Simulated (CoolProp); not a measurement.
Vapour-liquid equilibrium of R13 (1) + R11 (2) at 0.144 MPa; x and y are mole fractions of (1).

Computed with CoolProp (multi-fluid Helmholtz-energy mixture model, Platzer 1990 and Jacobsen 1992; pair parameters Bell 2016). This equation is an older, rougher fit; its heat capacities, sound speeds and derivatives of the liquid may be far off and weren't checked against measurements.

| x | bubble temperature (°C) | y at the bubble point | dew temperature at overall composition x (°C) | liquid density (mol/L) |
|---|---|---|---|---|
| 0.05 | -8.4 | 0.808 | 32.4 | 11.38 |
| 0.15 | -41.2 | 0.969 | 29.1 | 12.10 |
| 0.25 | -53.2 | 0.987 | 25.4 | 12.51 |
| 0.35 | -59.4 | 0.993 | 21.4 | 12.82 |
| 0.45 | -63.2 | 0.995 | 16.8 | 13.10 |
| 0.55 | -65.9 | 0.996 | 11.6 | 13.35 |
| 0.65 | -68.0 | 0.997 | 5.3 | 13.58 |
| 0.75 | -69.8 | 0.998 | -2.5 | 13.81 |
| 0.85 | -71.6 | 0.999 | -13.5 | 14.01 |
| 0.95 | -73.5 | 1.000 | -33.5 | 14.21 |

No azeotrope shows between x = 0.05 and 0.95.

The pair parameters rest on a limited set of measurements; away from them the model extrapolates. With so large a gap from Raoult's law the liquid may split in two, which this calculation doesn't test in full.
